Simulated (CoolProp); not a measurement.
Saturated liquid density (kg/m³) of R124: the reference equation beside estimates from Tc = 395.4 K, pc = 3.624 MPa, ω = 0.288. Rackett uses Z = 0.29056 − 0.08775 ω.

Computed with CoolProp (reference Helmholtz-energy equation of state, de Vries 1995).

```json
[
 {"T (K)": "267.8", "reference": "1453", "Rackett": "1482", "van der Waals": "875.4", "Redlich-Kwong": "1275", "Soave-Redlich-Kwong": "1331", "Peng-Robinson": "1505"},
 {"T (K)": "279.2", "reference": "1418", "Rackett": "1445", "van der Waals": "854.2", "Redlich-Kwong": "1237", "Soave-Redlich-Kwong": "1295", "Peng-Robinson": "1467"},
 {"T (K)": "290.6", "reference": "1381", "Rackett": "1406", "van der Waals": "831.7", "Redlich-Kwong": "1197", "Soave-Redlich-Kwong": "1257", "Peng-Robinson": "1424"},
 {"T (K)": "302", "reference": "1342", "Rackett": "1366", "van der Waals": "807.8", "Redlich-Kwong": "1154", "Soave-Redlich-Kwong": "1215", "Peng-Robinson": "1378"},
 {"T (K)": "313.4", "reference": "1301", "Rackett": "1322", "van der Waals": "782.3", "Redlich-Kwong": "1108", "Soave-Redlich-Kwong": "1170", "Peng-Robinson": "1327"},
 {"T (K)": "324.8", "reference": "1257", "Rackett": "1276", "van der Waals": "754.8", "Redlich-Kwong": "1059", "Soave-Redlich-Kwong": "1120", "Peng-Robinson": "1271"},
 {"T (K)": "336.3", "reference": "1208", "Rackett": "1226", "van der Waals": "724.5", "Redlich-Kwong": "1004", "Soave-Redlich-Kwong": "1063", "Peng-Robinson": "1207"},
 {"T (K)": "347.7", "reference": "1155", "Rackett": "1171", "van der Waals": "691.3", "Redlich-Kwong": "944.3", "Soave-Redlich-Kwong": "1001", "Peng-Robinson": "1135"},
 {"T (K)": "359.1", "reference": "1094", "Rackett": "1109", "van der Waals": "653.8", "Redlich-Kwong": "877.2", "Soave-Redlich-Kwong": "928.8", "Peng-Robinson": "1052"},
 {"T (K)": "370.5", "reference": "1021", "Rackett": "1036", "van der Waals": "609.7", "Redlich-Kwong": "799.3", "Soave-Redlich-Kwong": "843.6", "Peng-Robinson": "951.9"}
]
```

Absolute difference from the reference over all 10 rows, mean and median: Rackett 1.6 and 1.6 %, van der Waals 40.0 and 39.9 %, Redlich-Kwong 16.0 and 15.3 %, Soave-Redlich-Kwong 11.4 and 10.5 %, Peng-Robinson 2.8 and 2.9 %.
